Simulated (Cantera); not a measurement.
A closed system holds: 1 mol toluene, 0.23 mol NH3, 16 mol N2, held at 2575 °C and 190000 Pa.

Cantera equilibrium calculation (NASA polynomials, part measured and part estimated; ideal gas, pure solids and liquids). Candidate condensed phases: C, C6H6, C7H8, C8H18; 92 gas species. Equilibrium is a limit: real reactors are often held back by kinetics, nucleation or transport.

What is the equilibrium state?


```
Property                Result
-------------------  ---------
x(N2)                    0.745
x(H2)                    0.159
x(HCN)                  0.0521
x(H)                    0.0279
x(HNC)                 0.00867
x(C2H2 (acetylene))    0.00619
x(CN)                 0.000814
x(C2N2)               0.000361
x(C2H)                0.000149
n(C(graphite))        5.43 mol
gas amount           20.76 mol
```
